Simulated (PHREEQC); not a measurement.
Make-up at 48 °C: 47 mmol/kgw NaOH. Closed to the air; pH follows from the charge balance.

Model: ion-association model, wateq4f.dat, run in PHREEQC.

| Property | Value |
|---|---|
| pH | 11.91 |
| ionic strength | 0.0470 mol/kgw |
| total alkalinity | 47.0 meq/kg |

```csv
species,molality,activity,log γ
OH-,0.0470,0.0380,-0.092
Na+,0.0470,0.0386,-0.086
```

No solid was allowed to form. Away from 25 °C the constants follow the database's enthalpies or fits; those with neither stay at their 25 °C values.
